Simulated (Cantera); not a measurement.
## Equilibrium for thermal oxidation and active oxidation of silicon: Si + O2 + N2

A closed system holds: 1 mol Si, 0.033 mol O2, 110 mol N2, equilibrated at 1273.15 K.

These are equilibrium values from Cantera (NASA tables, ideal gas, pure condensed phases), not measurements of a reactor. Candidate condensed phases: Si, SiO2, Si2N2O, Si3N4; 16 gas species. N2 is the only nitrogen source here; it is nearly inert below about 1500 K, so the nitride shown seldom forms there in practice. Mutual solubility and eutectic melting of coexisting phases are not modelled. Equilibrium is a limit: real reactors are often held back by kinetics, nucleation or transport.

At 0.100 Pa the condensed part is Si3N4(s). From 0.600 Pa to 10.0 bar the condensed part is Si2N2O(s) + Si3N4(s).

```json
[
 {"P (Pa)": "0.100", "x N2": "0.999", "x SiO": "0.000603", "x Si": "7.04e-6", "x SiN": "2.82e-8", "x Si2N": "1.19e-8", "n Si3N4(s)": "0.311", "n Si2N2O(s)": "0"},
 {"P (Pa)": "0.600", "x N2": "1.000", "x SiO": "7.27e-5", "x Si": "3.55e-7", "x SiN": "3.49e-9", "x Si2N": "4.44e-10", "n Si3N4(s)": "0.292", "n Si2N2O(s)": "0.0581"},
 {"P (Pa)": "3.60", "x N2": "1.000", "x SiO": "6.67e-6", "x Si": "1.79e-8", "x SiN": "4.32e-10", "x Si2N": "1.66e-11", "n Si3N4(s)": "0.290", "n Si2N2O(s)": "0.0653"},
 {"P (Pa)": "22", "x N2": "1.000", "x SiO": "5.97e-7", "x Si": "8.77e-10", "x SiN": "5.22e-11", "x Si2N": "<1e-12", "n Si3N4(s)": "0.289", "n Si2N2O(s)": "0.0659"},
 {"P (Pa)": "130", "x N2": "1.00", "x SiO": "5.59e-8", "x Si": "4.54e-11", "x SiN": "6.57e-12", "x Si2N": "<1e-12", "n Si3N4(s)": "0.289", "n Si2N2O(s)": "0.0660"},
 {"P (Pa)": "770", "x N2": "1.00", "x SiO": "5.21e-9", "x Si": "2.34e-12", "x SiN": "<1e-12", "x Si2N": "<1e-12", "n Si3N4(s)": "0.289", "n Si2N2O(s)": "0.0660"},
 {"P (Pa)": "4600", "x N2": "1.00", "x SiO": "4.81e-10", "x Si": "<1e-12", "x SiN": "<1e-12", "x Si2N": "<1e-12", "n Si3N4(s)": "0.289", "n Si2N2O(s)": "0.0660"},
 {"P (Pa)": "28000", "x N2": "1.00", "x SiO": "4.33e-11", "x Si": "<1e-12", "x SiN": "<1e-12", "x Si2N": "<1e-12", "n Si3N4(s)": "0.289", "n Si2N2O(s)": "0.0660"},
 {"P (Pa)": "170000", "x N2": "1.00", "x SiO": "3.91e-12", "x Si": "<1e-12", "x SiN": "<1e-12", "x Si2N": "<1e-12", "n Si3N4(s)": "0.289", "n Si2N2O(s)": "0.0660"},
 {"P (Pa)": "1000000", "x N2": "1.00", "x SiO": "<1e-12", "x Si": "<1e-12", "x SiN": "<1e-12", "x Si2N": "<1e-12", "n Si3N4(s)": "0.289", "n Si2N2O(s)": "0.0660"}
]
```
x: gas mole fraction; n: condensed amount in mol.
